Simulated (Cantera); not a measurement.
**B2H6 + NH3 + N2 (boron, boron nitride and boron oxide)**

Input: 1 mol B2H6, 0.29 mol NH3, 5.6 mol N2, equilibrated at 1.00 Torr.

Cantera equilibrium calculation (NASA polynomials, part measured and part estimated; ideal gas, pure solids and liquids). Candidate condensed phases: B, BN; 15 gas species. The feed counts by its element totals alone. The tables' values for BH2 are old estimates; treat these amounts as uncertain. Rates play no part.

| T (K) | x N2 | x H2 | x H | x B | x BH2 | x BN | x BH | x B2 | n BN(s) | n B(s) | n B(l) |
|---|---|---|---|---|---|---|---|---|---|---|---|
| 1800 | 0.578 | 0.415 | 0.00632 | 1.83e-7 | 4.02e-6 | 9.95e-9 | 2.23e-8 | <1e-12 | 2.00 | 0 | 0 |
| 1900 | 0.576 | 0.410 | 0.0139 | 3.09e-6 | 1.87e-5 | 1.24e-7 | 2.44e-7 | 2.47e-12 | 2.00 | 0 | 0 |
| 2000 | 0.572 | 0.400 | 0.0282 | 3.93e-5 | 7.35e-5 | 1.19e-6 | 2.08e-6 | 1.57e-10 | 2.00 | 0 | 0 |
| 2100 | 0.565 | 0.382 | 0.0527 | 0.000392 | 0.000248 | 9.19e-6 | 1.43e-5 | 6.74e-9 | 1.99 | 0 | 0 |
| 2200 | 0.597 | 0.314 | 0.0864 | 0.00205 | 0.000416 | 3.94e-5 | 4.92e-5 | 8.56e-8 | 0 | 1.98 | 0 |
| 2300 | 0.577 | 0.275 | 0.139 | 0.00761 | 0.000572 | 0.000117 | 0.000128 | 5.83e-7 | 0 | 1.92 | 0 |
| 2400 | 0.546 | 0.223 | 0.206 | 0.0239 | 0.000663 | 0.000295 | 0.000277 | 3.03e-6 | 0 | 0 | 1.74 |
x: gas mole fraction; n: condensed amount in mol.

From 1800 K to 2100 K the condensed part is BN(s). From 2200 K to 2300 K the condensed part is B(s). At 2400 K the condensed part is B(l).
